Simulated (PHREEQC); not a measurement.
## Reverse-osmosis permeate: speciation

Model water analysis in mg/L, 20 °C, pH 6.24, pe 10.6: Na 0.73; K 0.0166; Ca 1.51; Mg 1.11; Cl 3.57; S(6) as SO4 0.36; Alkalinity as HCO3 5.79; Ba 0.183; N(5) as NO3 0.0424; Br 0.00621; Si as SiO2 0.0113.

Valence states are taken as typed.

Equilibrium calculation in PHREEQC: ion-association model, phreeqc.dat.

Each row changes one thing in this solution. No solid was allowed to form.

```csv
case,CO2 (mol/kgw),HCO3- (mol/kgw),CO3-2 (mol/kgw),HSO4- (mol/kgw),MgOH+ (mol/kgw),H3SiO4- (mol/kgw),SI of Quartz (SiO2)
as made,0.000130,9.54e-5,7.40e-9,1.75e-10,1.72e-10,4.11e-11,-2.67
Alkalinity from 5.79 to 11.6 mg/L,0.000259,0.000190,1.48e-8,1.75e-10,1.71e-10,4.11e-11,-2.67
all concentrations times 2 at the same typed pH,0.000257,0.000190,1.51e-8,3.39e-10,3.35e-10,8.27e-11,-2.37
temperature from 20 to 75 °C at the same typed pH,0.000112,9.49e-5,1.32e-8,6.75e-10,1.28e-8,1.78e-10,-3.38
```

At this temperature some constants are extrapolated from 25 °C, and those without enthalpy data are left unchanged.
